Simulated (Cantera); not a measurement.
A closed system holds: 1 mol Si, 2.3 mol HBr, 10 mol H₂, equilibrated at 648.15 K and 35.0 Pa.

These are equilibrium values from Cantera (NASA tables, ideal gas, pure condensed phases), not measurements of a reactor. Candidate condensed phases: Br₂, Si; 19 gas species. Rates play no part.

Base state: H₂ 0.949, SiBr₄ 0.0478, HBr 0.00192, SiHBr₃ 0.000957 (mole fractions); condensed: Si(s).

What changes in the equilibrium state with this change: temperature from 648.15 K to 998.15 K?


| species | before | after |
|---|---|---|
| H₂ | 0.949 | 0.873 |
| HBr | 0.00192 | 0.0972 |
| SiBr₄ | 0.0478 | 0.0163 |
| SiBr₂ | 1.02e-6 | 0.0116 |
| Br | <1e-9 | 2.07e-5 |
| SiBr₃ | 1.74e-6 | 0.000873 |
| SiHBr₃ | 0.000957 | 0.000589 |
| Si(s), mol | 0.428 | 0.644 |
The tables' values for SiBr₃ are old estimates; treat these amounts as uncertain.
